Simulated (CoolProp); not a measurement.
R1234yf along the isobar 14.5 bar: Z from the reference equation and from simpler models built on Tc = 367.8 K, pc = 33.84 bar, ω = 0.276; each cubic takes its own stable root.

Values from CoolProp's reference Helmholtz-energy equation of state, Lemmon 2022.

```csv
T (K),phase,reference,van der Waals,Redlich-Kwong,Soave-Redlich-Kwong,Peng-Robinson
171.6,liquid,0.07981,0.1369,0.09228,0.09052,0.08059
195,liquid,0.07317,0.1246,0.08437,0.08228,0.07311
218.4,liquid,0.06823,0.1156,0.07875,0.07634,0.06770
241.8,liquid,0.06464,0.1092,0.07497,0.07222,0.06393
265.3,liquid,0.06219,0.1050,0.07284,0.06974,0.06161
288.7,liquid,0.06092,0.1034,0.07255,0.06901,0.06088
312.1,liquid,0.06112,0.7603,0.07496,0.07076,0.06238
335.5,gas,0.7416,0.8099,0.7720,0.7584,0.7414
359,gas,0.8116,0.8448,0.8222,0.8195,0.8036
382.4,gas,0.8557,0.8708,0.8573,0.8609,0.8460
405.8,gas,0.8867,0.8909,0.8833,0.8909,0.8770
```

At some of these states van der Waals gives the other phase, because its saturation line lies elsewhere.
